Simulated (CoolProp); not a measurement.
Cyclopentane at 496.75 K and 1.22 MPa flows at 5.2 m/s in a round tube of 2 mm bore and 1.5 µm roughness, fully developed (64/Re and Nu = 3.66 if laminar; Colebrook and Gnielinski if turbulent). Each further row changes one setting.

Model: reference Helmholtz-energy equation of state, Gedanitz 2015, in CoolProp.

| case | Reynolds number | Darcy friction factor | pressure drop (Pa/m) | heat-transfer coefficient (W/(m² K)) | mass flow (kg/h) |
|---|---|---|---|---|---|
| as stated | 19100 | 0.0277 | 4370 | 1040 | 1.37 |
| velocity 10.4 m/s | 38300 | 0.0243 | ? | ? | 2.74 |
| diameter 4 mm | 38300 | 0.0233 | 1840 | 887 | ? |

Problem. Some entries are withheld; supply them.

Solution. 
- velocity 10.4 m/s, pressure drop (Pa/m): 15300
- velocity 10.4 m/s, heat-transfer coefficient (W/(m² K)): 1860
- diameter 4 mm, mass flow (kg/h): 5.49

Viscosity comes from a separate model (Chung 1988), a generic estimate that can be far off for the liquid and wasn't checked against measurements. Thermal conductivity comes from a separate model (Vassiliou 2015).
